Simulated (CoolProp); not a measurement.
Vapour-liquid equilibrium of ethane (1) + C2F6 (R116) (2) at 242.2 K; x and y are mole fractions of (1).

Computed with CoolProp (multi-fluid Helmholtz-energy mixture model, Bücker 2006 and Lemmon 2006; pair parameters Bell 2016).

| x | bubble pressure (bar) | y at the bubble point | dew pressure at overall composition x (bar) | liquid density (mol/L) |
|---|---|---|---|---|
| 0.05 | 8.163 | 0.120 | 7.697 | (withheld) |
| 0.15 | 9.582 | 0.299 | (withheld) | 10.28 |
| 0.25 | 10.73 | 0.420 | 9.162 | 10.56 |
| 0.35 | 11.56 | 0.504 | 10.05 | 10.88 |
| 0.45 | 12.10 | (withheld) | 11.03 | 11.26 |
| 0.55 | 12.40 | 0.616 | 11.97 | 11.73 |
| 0.65 | 12.52 | 0.660 | 12.51 | 12.31 |
| 0.75 | 12.46 | 0.709 | 12.28 | 13.00 |
| 0.85 | 12.11 | 0.777 | 11.57 | 13.84 |
| 0.95 | 11.20 | 0.896 | 10.75 | 14.81 |

Problem. What belongs in the gaps?

Solution. 
- 0.05, liquid density (mol/L): 10.02
- 0.15, dew pressure at overall composition x (bar): 8.378
- 0.45, y at the bubble point: 0.566

y crosses x between x = 0.65 and 0.75: the model has an azeotrope there.

Pair parameters are fitted to limited data, so mixtures are less certain than the pure fluids.
